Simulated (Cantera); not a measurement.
**Ignition delay**

Mixture: 24.7 % CO, 23.7 % H₂, 11.0 % O₂, 37.3 % N₂, 3.21 % CO₂, at 1.01 bar, adiabatic and at constant pressure. Ignition delay is the time to a rise of 400 K.

Model: GRI-Mech 3.0 (53 species, 325 reactions), integrated in Cantera. Below about 950 K walls govern HO2 and H2O2 in real vessels. Where the delays flatten at high temperature, the 400 K rule measures the pace of heat release, not the induction time.

| T0 (K) | delay (ms) |
|---|---|
| 850 | 278 |
| 950 | 1.99 |
| 1050 | 0.182 |
| 1150 | 0.0801 |
| 1250 | 0.0479 |
| 1350 | 0.0336 |
| 1450 | 0.0267 |
| 1550 | 0.0235 |
